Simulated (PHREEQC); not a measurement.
Make-up at 25 °C: 28 mmol/kgw KOH and 0.01 mmol/kgw H4SiO4. Closed to the air; pH follows from the charge balance.

Model: Pitzer model, pitzer.dat, run in PHREEQC.

**Question.** The ionic strength comes out as 0.0280 mol/kgw. What activity coefficients do H2SiO4-2, K+, OH-, H3SiO4- get?

**Answer.** H2SiO4-2 0.48, K+ 0.86, OH- 0.86, H3SiO4- 0.84. Single-ion values are on the MacInnes scale.

No solid was allowed to form. Complexes and solids missing from the database can't appear.
